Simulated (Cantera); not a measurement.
**Abatement and gas-phase synthesis: S + SO₂ + O₂**

Feed: 1 mol S, 0.32 mol SO₂, 0.15 mol O₂, at 13.3 mbar.

Equilibrium computed with Cantera from the NASA thermochemical tables; the gas is ideal and each condensed phase is pure. Candidate condensed phases: S; 17 gas species. Ions and electrons are included (thermal ionisation). Equilibrium is a limit: real reactors are often held back by kinetics, nucleation or transport.

```
T (°C)    x S    x O      x SO     x SO₂      x S₂      x O₂
------  -----  -----  --------  --------  --------  --------
2727    0.399  0.105     0.377    0.0744    0.0332    0.0114
2977    0.488  0.253     0.214    0.0182    0.0128    0.0137
3227    0.547  0.357    0.0818   0.00224   0.00507   0.00697
3477    0.571  0.396    0.0278  0.000234   0.00202   0.00265
3727    0.579  0.409   0.00990   2.80e-5  0.000858   0.00101
3977    0.582  0.413   0.00388   4.12e-6  0.000397  0.000413
4227    0.583  0.415   0.00167   7.36e-7  0.000199  0.000185
4477    0.583  0.415  0.000786   1.57e-7  0.000107   9.00e-5
4727    0.582  0.415  0.000397   3.88e-8   6.09e-5   4.69e-5
```
x: gas mole fraction; nothing condenses.

From 2727 °C to 4727 °C nothing is condensed.
